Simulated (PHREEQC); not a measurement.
0.61 g of hydrous ferric oxide (600 m²/g; 0.2 weak and 0.005 strong sites per Fe, Dzombak-Morel constants, diffuse double layer) in 1 kg of water with 0.05 mol/kgw of an inert sodium salt and 0.0015 mmol/kgw Na2SO4 and 0.0074 mmol/kgw ZnSO4, at 25 °C; the pH is set by adding NaOH or the inert anion's acid. O2 is buffered at 0.21 atm. No CO2 enters from the air. Nothing may precipitate in this run.

Base run: PHREEQC, ion-association model, wateq4f.dat. Each further column changes one thing. The table gives S sorbed (%).

```json
[
 {"pH": "4", "base": "99.8", "no electrostatic term (-no_edl)": "0.2", "background salt from 0.05 to 0.005 mol/kgw": "100.0", "oxide from 0.61 to 3 g/kgw": "100.0", "0.0034 mol/kgw Na2HAsO4 added": "0.0"},
 {"pH": "4.67", "base": "99.4", "no electrostatic term (-no_edl)": "0.2", "background salt from 0.05 to 0.005 mol/kgw": "100.0", "oxide from 0.61 to 3 g/kgw": "99.9", "0.0034 mol/kgw Na2HAsO4 added": "0.0"},
 {"pH": "5.33", "base": "97.6", "no electrostatic term (-no_edl)": "0.2", "background salt from 0.05 to 0.005 mol/kgw": "99.7", "oxide from 0.61 to 3 g/kgw": "99.5", "0.0034 mol/kgw Na2HAsO4 added": "0.0"},
 {"pH": "6.67", "base": "41.9", "no electrostatic term (-no_edl)": "0.2", "background salt from 0.05 to 0.005 mol/kgw": "70.9", "oxide from 0.61 to 3 g/kgw": "77.9", "0.0034 mol/kgw Na2HAsO4 added": "0.0"},
 {"pH": "7.33", "base": "6.1", "no electrostatic term (-no_edl)": "0.3", "background salt from 0.05 to 0.005 mol/kgw": "13.7", "oxide from 0.61 to 3 g/kgw": "23.8", "0.0034 mol/kgw Na2HAsO4 added": "0.0"},
 {"pH": "8", "base": "0.5", "no electrostatic term (-no_edl)": "0.3", "background salt from 0.05 to 0.005 mol/kgw": "0.9", "oxide from 0.61 to 3 g/kgw": "2.2", "0.0034 mol/kgw Na2HAsO4 added": "0.0"},
 {"pH": "8.67", "base": "0.0", "no electrostatic term (-no_edl)": "0.2", "background salt from 0.05 to 0.005 mol/kgw": "0.0", "oxide from 0.61 to 3 g/kgw": "0.2", "0.0034 mol/kgw Na2HAsO4 added": "0.0"},
 {"pH": "9.33", "base": "0.0", "no electrostatic term (-no_edl)": "0.1", "background salt from 0.05 to 0.005 mol/kgw": "0.0", "oxide from 0.61 to 3 g/kgw": "0.0", "0.0034 mol/kgw Na2HAsO4 added": "0.0"},
 {"pH": "10.67", "base": "0.0", "no electrostatic term (-no_edl)": "0.0", "background salt from 0.05 to 0.005 mol/kgw": "0.0", "oxide from 0.61 to 3 g/kgw": "0.0", "0.0034 mol/kgw Na2HAsO4 added": "0.0"},
 {"pH": "11.33", "base": "0.0", "no electrostatic term (-no_edl)": "0.0", "background salt from 0.05 to 0.005 mol/kgw": "0.0", "oxide from 0.61 to 3 g/kgw": "0.0", "0.0034 mol/kgw Na2HAsO4 added": "0.0"},
 {"pH": "12", "base": "0.0", "no electrostatic term (-no_edl)": "0.0", "background salt from 0.05 to 0.005 mol/kgw": "0.0", "oxide from 0.61 to 3 g/kgw": "0.0", "0.0034 mol/kgw Na2HAsO4 added": "0.0"}
]
```

 The database has no arsenate complexes of Zn.
